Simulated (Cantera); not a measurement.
An isothermal, constant-pressure homogeneous reactor starts with NO : N2 = 1 : 1.5 (molar parts), at 1925 K and 15000 Pa. Integrator tolerance rtol = 1e-08.

Detailed kinetics in Cantera: GRI-Mech 3.0 (53 species, 325 reactions).

Q: What does this change do: pressure from 15000 Pa to 101000 Pa?

A: 
| quantity | before | after |
|---|---|---|
| x(NO) at 6.00 s | 0.191 (gas-phase equilibrium 0.00604) | 0.0380 (gas-phase equilibrium 0.00604) |
| x(NO2) at 6.00 s | 0.000102 (gas-phase equilibrium 4.44e-6) | 6.98e-5 (gas-phase equilibrium 1.16e-5) |
| x(O2) at 6.00 s | 0.104 (gas-phase equilibrium 0.197) | 0.181 (gas-phase equilibrium 0.197) |
| x(O) at 6.00 s | 0.000316 (gas-phase equilibrium 0.000424) | 0.000157 (gas-phase equilibrium 0.000163) |
| x(N2) at 6.00 s | 0.705 (gas-phase equilibrium 0.797) | 0.781 (gas-phase equilibrium 0.797) |
